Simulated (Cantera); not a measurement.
**Premixed flame**

A freely propagating, adiabatic, planar premixed flame of 54.8 % H₂, 11.9 % O₂, 33.4 % N₂, equivalence ratio 2.3, unburnt at 398 K and 5.00 bar; mixture-averaged transport, grid criteria slope 0.08 and curve 0.16, no radiation.

Computed with Cantera and the H2/O2 subset of GRI-Mech 3.0, which has no nitrogen chemistry. The hydrogen kinetics of GRI-Mech 3.0 are dated; newer H2 mechanisms differ, most at raised pressure. Burning velocities carry a grid error of a few per cent, more on coarse grids.

```tsv
z (mm)	T (K)	u (m/s)	x H₂	x O₂	x H₂O₂	x O	x HO₂	x OH
-0.145	398	5.42	0.548	0.119	<1e-8	<1e-8	<1e-8	<1e-8
-0.0966	398	5.42	0.548	0.119	<1e-8	<1e-8	<1e-8	<1e-8
-0.0725	398	5.42	0.548	0.119	<1e-8	<1e-8	2.05e-8	<1e-8
-0.0483	400	5.44	0.547	0.119	7.60e-8	4.43e-8	1.25e-6	<1e-8
-0.0242	478	6.37	0.535	0.121	3.11e-5	8.12e-6	0.000515	4.57e-5
-0.0121	827	10.6	0.495	0.112	0.000103	0.000217	0.000884	0.000969
0	1255	15.7	0.431	0.0827	3.30e-5	0.00118	0.000375	0.00152
0.0121	1553	19.2	0.369	0.0429	4.25e-6	0.00183	0.000170	0.00260
0.0242	1714	21.2	0.334	0.0174	1.76e-6	0.00131	6.59e-5	0.00309
0.0483	1852	22.8	0.319	0.00256	7.06e-7	0.000528	9.20e-6	0.00321
0.0966	1960	24.0	0.323	0.000200	3.13e-7	0.000274	8.14e-7	0.00297
0.193	2052	24.9	0.331	5.17e-5	1.54e-7	0.000141	2.78e-7	0.00237
0.386	2123	25.6	0.338	2.17e-5	7.14e-8	5.99e-5	1.25e-7	0.00167
```
x: mole fraction of selected species; z is measured from the peak of heat release.

```
Property                      Value
------------------------  ---------
laminar burning velocity   542 cm/s
thermal thickness         0.0483 mm
peak x(H₂O₂)               0.000104
peak x(O)                   0.00183
peak x(HO₂)                 0.00116
peak x(OH)                  0.00321
```
